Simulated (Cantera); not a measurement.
Input: 1 mol CH₃SiCl₃, a varied amount of C₂H₄, 1800 mol H₂, at 1448.15 K and 0.133 bar.

Method: chemical equilibrium by Gibbs-energy minimisation in Cantera with the NASA 1993 tables (ideal gas, pure condensed phases). Candidate condensed phases: C, C₆H₆, C₇H₈, C₈H₁₈, Si, SiC; 109 gas species. The feed counts by its element totals alone. Rates play no part.

Q: Which condensed phases are stable at each of these points (n(C₂H₄) (mol)): 0.058, 0.11, 0.17, 0.22, 0.28, 0.33, 0.38, 0.44, 0.49, 0.55?

A: 
| n(C₂H₄) (mol) | condensed phases | Si condensed (%) |
|---|---|---|
| 0.058 | SiC(s) | 99.9 |
| 0.11 | SiC(s) | 100.0 |
| 0.17 | SiC(s) | 100.0 |
| 0.22 | SiC(s) | 100.0 |
| 0.28 | SiC(s) | 100.0 |
| 0.33 | SiC(s) | 100.0 |
| 0.38 | SiC(s) | 100.0 |
| 0.44 | C(graphite) + SiC(s) | 100.0 |
| 0.49 | C(graphite) + SiC(s) | 100.0 |
| 0.55 | C(graphite) + SiC(s) | 100.0 |

From 0.058 mol C₂H₄ to 0.38 mol C₂H₄ the condensed part is SiC(s). From 0.44 mol C₂H₄ to 0.55 mol C₂H₄ the condensed part is C(graphite) + SiC(s).
